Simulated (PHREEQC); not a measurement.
Solution (25 °C): 120 mmol/kgw CuCl2, 160 mmol/kgw HNO3 and 0.24 mmol/kgw KCl. It is in equilibrium with CO2 at log p = -1 (atm). Otherwise closed; pH follows from the charge balance.

Computed with PHREEQC (ion-association model, phreeqc.dat).

| quantity | before | after |
|---|---|---|
| Cl- (mol/kgw) | 0.223 | 0.224 |
| Cu+2 (mol/kgw) | 0.104 | 0.104 |
| CuCl+ (mol/kgw) | 0.0157 | 0.0151 |
| CuCl2 (mol/kgw) | 0.000713 | 0.000656 |
| SI of Sylvite (KCl) | -5.55 | -5.56 |

**Question.** What was changed between the two runs?
A. temperature from 25 to 10 °C
B. temperature from 25 to 50 °C
C. HNO3 from 0.16 to 0.24 mol/kgw
D. temperature from 25 to 65 °C
E. KCl from 0.00024 to 0.00012 mol/kgw

**Answer.** C, HNO3 from 0.16 to 0.24 mol/kgw

No solid was allowed to form.
